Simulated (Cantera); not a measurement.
Input: 1 mol PbO, 2.5 mol CO, 91 mol H2, held at 948.15 K and 1.05 Torr.

Equilibrium computed with Cantera from the NASA thermochemical tables; the gas is ideal and each condensed phase is pure. Candidate condensed phases: C, C6H6, C7H8, C8H18, H2O, Pb, PbO, PbO2, Pb3O4; 113 gas species. Equilibrium is a limit: real reactors are often held back by kinetics, nucleation or transport.

Base state: H2 0.960, CO 0.0261, H2O 0.0102, Pb 0.00343, CO2 0.000500 (mole fractions); condensed: Pb(l).

### Question
What changes in the equilibrium state with this change: H2 from 91 to 2.7 mol?

### Answer
```tsv
species	before	after
H2	0.960	0.441
CO	0.0261	0.364
CO2	0.000500	0.115
H2O	0.0102	0.0768
Pb	0.00343	0.00343
Pb(l), mol	0.678	0.982
```
